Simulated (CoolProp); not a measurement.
Saturation properties of CHF3 (R23).

Values from CoolProp's reference Helmholtz-energy equation of state, Penoncello 2003.

```
T (K)  p (MPa)  enthalpy of vaporisation (kJ/kg)  vapour Z
-----  -------  --------------------------------  --------
186    0.07460                             243.5    0.9649
190.2  0.09598                             240.1    0.9588
194.4        ?                                 ?    0.9520
198.6   0.1532                             233.1    0.9445
202.8        ?                             229.5         ?
206.9   0.2330                             225.8         ?
211.1        ?                             221.9    0.9176
215.3   0.3433                             217.9    0.9069
219.5   0.4116                             213.7    0.8954
223.7   0.4898                                 ?    0.8829
227.8   0.5765                             205.0    0.8698
232     0.6769                             200.3    0.8555
```

Task: Some entries are withheld; supply them.

Result: 
- 194.4, p (MPa): 0.1220
- 194.4, enthalpy of vaporisation (kJ/kg): 236.7
- 202.8, p (MPa): 0.1903
- 202.8, vapour Z: 0.9363
- 206.9, vapour Z: 0.9274
- 211.1, p (MPa): 0.2840
- 223.7, enthalpy of vaporisation (kJ/kg): 209.4

It boils at 191.1 K under 1 atm.
